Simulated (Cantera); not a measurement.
Feed: 1 mol CHF₃, 0.15 mol F₂, 2.5 mol H₂, at 1023.15 K and 0.400 bar.

Equilibrium computed with Cantera from the NASA thermochemical tables; the gas is ideal and each condensed phase is pure. Candidate condensed phases: C, C₆H₆, C₇H₈, C₈H₁₈; 95 gas species. Kinetics and transport are ignored.

What is the equilibrium state?


```
Quantity            Value
--------------  ---------
x(HF)               0.711
x(H₂)               0.286
x(CH₄)            0.00245
x(H₂F₂)           7.37e-6
n(C(graphite))  0.989 mol
gas amount      4.639 mol
```
